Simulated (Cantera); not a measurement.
Feed: 1 mol Si(CH3)4, 0.64 mol HCl, 150 mol H2, held at 10000 Pa.

These are equilibrium values from Cantera (NASA tables, ideal gas, pure condensed phases), not measurements of a reactor. Candidate condensed phases: C, C6H6, C7H8, C8H18, Si, SiC; 109 gas species. Equilibrium is a limit: real reactors are often held back by kinetics, nucleation or transport. All values below are at 1177 °C.

Base state: H2 0.996, HCl 0.00409, CH4 0.000327, H 2.98e-5 (mole fractions); condensed: C(graphite) + SiC(s).

**Question.** What changes in the equilibrium state with this change: Si(CH3)4 replaced by SiH2Cl2?

**Answer.** 
```tsv
species	before	after
H2	0.996	0.983
HCl	0.00409	0.0157
SiCl2	3.08e-7	0.000772
CH4	0.000327	0
SiCl3	1.39e-9	1.34e-5
H	2.98e-5	2.97e-5
C(graphite), mol	2.95	0
SiC(s), mol	1.000	0
Si(s), mol	0	0.878
```
The tables' values for SiCl3 are old estimates; treat these amounts as uncertain.
